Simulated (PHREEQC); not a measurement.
Solution (20 °C): 0.01 mol/kgw Cu(BF4)2, 0.005 mol/kgw HNO3 and 0.17 mol/kgw H3BO3. It is in equilibrium with CO2 at log p = -3.5 (atm). Otherwise closed; pH follows from the charge balance.

Equilibrium calculation in PHREEQC: ion-association model, phreeqc.dat.

Question: The ionic strength comes out as 0.0366 mol/kgw. What activity coefficients do HF2-, H+, NO3-, Cu+2, BF3OH- get?

Answer: HF2- 0.84, H+ 0.87, NO3- 0.83, Cu+2 0.52, BF3OH- 0.84.

This is a speciation only: nothing precipitates in the calculation. Complexes and solids missing from the database can't appear. Real BF4- forms and hydrolyses slowly; the run takes it at equilibrium.
